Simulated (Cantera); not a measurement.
**Equilibrium for hydrogen reduction and annealing atmospheres: Cr2O3 + H2 + H2O**

Charge: 1 mol Cr2O3, 230 mol H2, 0.061 mol H2O, held at 17.0 mbar.

Cantera equilibrium calculation (NASA polynomials, part measured and part estimated; ideal gas, pure solids and liquids). Candidate condensed phases: Cr, Cr2O3, H2O; 13 gas species. Mutual solubility and eutectic melting of coexisting phases are not modelled. Rates play no part.

```csv
T (°C),x H2,x H2O,x Cr,x H,n Cr(s),n Cr2O3(s)
1300,0.998,0.00196,0.000138,0.000311,0.228,0.870
1325,0.997,0.00227,0.000219,0.000408,0.258,0.846
1350,0.997,0.00262,0.000341,0.000529,0.283,0.819
1375,0.996,0.00301,0.000524,0.000682,0.301,0.789
1400,0.995,0.00344,0.000794,0.000871,0.305,0.756
1425,0.994,0.00392,0.00119,0.00111,0.287,0.719
1450,0.992,0.00444,0.00176,0.00139,0.237,0.679
1475,0.991,0.00502,0.00257,0.00174,0.138,0.634
1500,0.988,0.00572,0.00364,0.00217,0,0.578
1525,0.986,0.00705,0.00452,0.00268,0,0.475
1550,0.982,0.00862,0.00557,0.00329,0,0.352
1575,0.979,0.0105,0.00681,0.00402,0,0.204
```
x: gas mole fraction; n: condensed amount in mol.

From 1300 °C to 1475 °C the condensed part is Cr(s) + Cr2O3(s). From 1500 °C to 1575 °C the condensed part is Cr2O3(s). The main Cr-bearing gas is Cr throughout. The share of Cr in condensed phases is highest at 1300 °C (98.4 %) and lowest at 1575 °C (20.4 %).
